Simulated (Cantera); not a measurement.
# Equilibrium for abatement and gas-phase synthesis: HCl + O2 + H2

Input: 1 mol HCl, 2.6 mol O2, 0.66 mol H2, held at 10.0 Torr.

These are equilibrium values from Cantera (NASA tables, ideal gas, pure condensed phases), not measurements of a reactor. Candidate condensed phases: H2O; 14 gas species. The numbers say what is thermodynamically allowed, not how fast it happens.

```
T (°C)   x O2       x O   x HCl   x H2O    x Cl       x H     x OH      x H2
------  -----  --------  ------  ------  ------  --------  -------  --------
1352    0.567  0.000127   0.226   0.180  0.0254   2.61e-6  0.00108   1.83e-5
1452    0.562  0.000377   0.215   0.184  0.0361   1.19e-5  0.00219   5.51e-5
1552    0.556  0.000992   0.202   0.188  0.0483   4.64e-5  0.00412  0.000148
1652    0.549   0.00236   0.188   0.192  0.0617  0.000157  0.00724  0.000359
1752    0.539   0.00514   0.172   0.195  0.0755  0.000471   0.0120  0.000798
1852    0.527    0.0104   0.156   0.195  0.0892   0.00127   0.0188   0.00164
1952    0.511    0.0196   0.140   0.193   0.102   0.00313   0.0281   0.00311
2052    0.489    0.0347   0.124   0.186   0.114   0.00706   0.0398   0.00549
2152    0.461    0.0582   0.107   0.172   0.125    0.0147   0.0534   0.00899
2252    0.424    0.0923  0.0902   0.152   0.133    0.0283   0.0676    0.0136
2352    0.377     0.139  0.0731   0.125   0.138    0.0502   0.0798    0.0186
2452    0.322     0.197  0.0564  0.0926   0.140    0.0817   0.0868    0.0228
2552    0.262     0.266  0.0409  0.0605   0.139     0.121   0.0859    0.0245
```
x: gas mole fraction; nothing condenses.

From 1352 °C to 2552 °C nothing is condensed.
